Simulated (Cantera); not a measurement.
An adiabatic, constant-pressure homogeneous reactor starts with CH3OH : O2 : N2 = 1 : 0.882 : 3.32 (molar parts), equivalence ratio 1.7, at 1575 K and 500000 Pa.

Detailed kinetics in Cantera: GRI-Mech 3.0 (53 species, 325 reactions). GRI-Mech 3.0 was tuned for natural gas; its chemistry of methanol as a main component is partial and can be far from experiment.

x: mole fraction; the columns are a selection and need not sum to one.

| t (s) | T (K) | x CH3OH | x O2 | x CO2 | x HCO | x NO | x CH2O | x HO2 |
|---|---|---|---|---|---|---|---|---|
| 3.00e-6 | 1575 | 0.191 | 0.169 | 1.88e-5 | 4.25e-8 | <1e-12 | 0.000553 | 0.000298 |
| 9.49e-6 | 1579 | 0.187 | 0.167 | [?] | [?] | 3.94e-12 | [?] | [?] |
| 3.00e-5 | 2579 | <1e-12 | 0.00321 | 0.0429 | 1.33e-6 | 4.48e-5 | 1.47e-8 | 4.47e-6 |
| 9.49e-5 | 2783 | <1e-12 | 0.000638 | 0.0441 | 5.49e-7 | 0.000236 | 1.85e-8 | 8.06e-7 |
| 0.000300 | 2782 | <1e-12 | 0.000611 | 0.0440 | 5.43e-7 | 0.000647 | 1.86e-8 | 7.71e-7 |
| 0.000949 | 2778 | <1e-12 | 0.000586 | 0.0439 | 5.41e-7 | 0.00133 | 1.87e-8 | 7.42e-7 |
| 0.00300 | 2777 | <1e-12 | 0.000580 | 0.0438 | 5.40e-7 | 0.00152 | 1.88e-8 | 7.34e-7 |
| 0.00949 | 2777 | <1e-12 | 0.000580 | 0.0438 | 5.40e-7 | 0.00152 | 1.88e-8 | 7.34e-7 |
| 0.0300 | 2777 | <1e-12 | 0.000580 | 0.0438 | 5.40e-7 | 0.00152 | 1.88e-8 | 7.34e-7 |
| 0.0949 | 2777 | <1e-12 | 0.000580 | 0.0438 | 5.40e-7 | 0.00152 | 1.88e-8 | 7.34e-7 |
| 0.300 | 2777 | <1e-12 | 0.000580 | 0.0438 | 5.40e-7 | 0.00152 | 1.88e-8 | 7.34e-7 |

Fill in the missing entries.


- 9.49e-6, x CO2: 6.24e-5
- 9.49e-6, x HCO: 9.37e-7
- 9.49e-6, x CH2O: 0.00426
- 9.49e-6, x HO2: 0.000909
